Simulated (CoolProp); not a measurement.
Properties of tetradecamethylhexasiloxane (MD4M) along the isobar 11 bar (Tc = 380.0 °C, pc = 8.286 bar, ω = 0.800).

Model: reference Helmholtz-energy equation of state, Thol 2019, in CoolProp.

```csv
T (°C),phase,density (kg/m³),isothermal compressibility (1/MPa),expansivity (1/kK)
47.75,liquid,866.2,0.001712,1.104
57.25,liquid,857.1,[?],1.117
66.75,liquid,848.0,[?],1.131
76.25,liquid,838.9,0.002123,1.145
85.75,liquid,829.8,0.002285,1.162
95.25,liquid,[?],0.002462,1.179
104.75,liquid,811.4,0.002656,1.198
114.25,liquid,802.1,0.002869,1.219
123.75,liquid,792.8,0.003104,[?]
133.25,liquid,783.4,0.003364,[?]
142.75,liquid,774.0,[?],1.291
152.25,liquid,764.4,0.003974,1.320
161.75,liquid,[?],0.004332,1.350
```

Task: Some entries are withheld; supply them.

Result: 
- 57.25, isothermal compressibility (1/MPa): 0.001838
- 66.75, isothermal compressibility (1/MPa): 0.001974
- 95.25, density (kg/m³): 820.6
- 123.75, expansivity (1/kK): 1.241
- 133.25, expansivity (1/kK): 1.265
- 142.75, isothermal compressibility (1/MPa): 0.003653
- 161.75, density (kg/m³): 754.8
